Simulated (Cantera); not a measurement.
What does this Cantera script print?

```python
import numpy as np
import cantera as ct

gas_names = """
    Cu CuO Cu2 H HNO HNO2 HNO3 HO2 H2 H2O H2O2 N NH NH2 NH3 NH2OH NO NO2 NO3 N2 N2H2 N2H4 N2O O OH O2 O3
""".split()
cond_names = """
    Cu(cr) Cu(L) CuO(s) CuO2H2(s) Cu2O(s) Cu2O(L) H2O(s) H2O(L)
""".split()


# ... load() reads the species with a 1 bar reference pressure and builds the phases ...
atoms = {
    'Cu2O': {'Cu': 2, 'O': 1},
    'H2': {'H': 2},
    'N2': {'N': 2},
}
top_T = {'CuO(s)': 1390}  # K; cautious upper limits of use, not melting points


# ... equilibrate(T, P, feed) seeds the gas with the atoms and calls Mixture.equilibrate('TP', solver="vcs", rtol=1e-11, max_steps=5000) ...
results = []
feed = {'Cu2O': 1, 'H2': 4.4, 'N2': 22}  # mol
P = 16  # Pa
for T in [1848, 1898, 1948, 1998, 2048, 2098, 2148, 2198, 2248]:
    mix = equilibrate(T, P, feed)
    results.append((T, P, feed, dict(zip(mix.species_names, mix.species_moles))))
    x = sorted(zip(gas.X, gas.species_names), reverse=True)
    print(f"T = {T:g} K  P = {P:g} Pa  gas = {mix.phase_moles(0):.4g} mol")
    print("   x: " + "  ".join(f"{s} {v:.3e}" for v, s in x if v > 1e-05))
    print("   condensed (mol): " + ("  ".join(f"{mix.phase(i).name} {mix.phase_moles(i):.4g}"
          for i in range(1, mix.n_phases) if mix.phase_moles(i) > 1e-12) or "none"))
```

It prints:

```
T = 1848 K  P = 16 Pa  gas = 28.61 mol
   x: N2 7.690e-01  H2 1.121e-01  Cu 6.991e-02  H2O 3.458e-02  H 1.403e-02  OH 3.185e-04  O 3.042e-05  NO 2.133e-05
   condensed (mol): none
T = 1898 K  P = 16 Pa  gas = 28.7 mol
   x: N2 7.665e-01  H2 1.087e-01  Cu 6.968e-02  H2O 3.418e-02  H 2.037e-02  OH 5.242e-04  O 7.386e-05  NO 3.907e-05  O2 1.015e-05
   condensed (mol): none
T = 1948 K  P = 16 Pa  gas = 28.83 mol
   x: N2 7.629e-01  H2 1.042e-01  Cu 6.936e-02  H2O 3.355e-02  H 2.884e-02  OH 8.399e-04  O 1.723e-04  NO 6.966e-05  O2 2.407e-05
   condensed (mol): none
T = 1998 K  P = 16 Pa  gas = 29.01 mol
   x: N2 7.583e-01  H2 9.856e-02  Cu 6.894e-02  H 3.981e-02  H2O 3.254e-02  OH 1.308e-03  O 3.864e-04  NO 1.210e-04  O2 5.503e-05
   condensed (mol): none
T = 2048 K  P = 16 Pa  gas = 29.24 mol
   x: N2 7.522e-01  H2 9.172e-02  Cu 6.839e-02  H 5.361e-02  H2O 3.095e-02  OH 1.970e-03  O 8.315e-04  NO 2.038e-04  O2 1.203e-04
   condensed (mol): none
T = 2098 K  P = 16 Pa  gas = 29.54 mol
   x: N2 7.445e-01  H2 8.381e-02  H 7.043e-02  Cu 6.769e-02  H2O 2.848e-02  OH 2.840e-03  O 1.702e-03  NO 3.299e-04  O2 2.467e-04
   condensed (mol): none
T = 2148 K  P = 16 Pa  gas = 29.93 mol
   x: N2 7.349e-01  H 9.028e-02  H2 7.508e-02  Cu 6.683e-02  H2O 2.487e-02  OH 3.851e-03  O 3.265e-03  NO 5.050e-04  O2 4.587e-04
   condensed (mol): none
T = 2198 K  P = 16 Pa  gas = 30.4 mol
   x: N2 7.234e-01  H 1.129e-01  Cu 6.579e-02  H2 6.577e-02  H2O 2.013e-02  O 5.755e-03  OH 4.808e-03  O2 7.432e-04  NO 7.164e-04
   condensed (mol): none
T = 2248 K  P = 16 Pa  gas = 30.94 mol
   x: N2 7.106e-01  H 1.375e-01  Cu 6.464e-02  H2 5.601e-02  H2O 1.475e-02  O 9.182e-03  OH 5.424e-03  O2 1.015e-03  NO 9.276e-04
   condensed (mol): none
```

These are equilibrium values from Cantera (NASA tables, ideal gas, pure condensed phases), not measurements of a reactor.
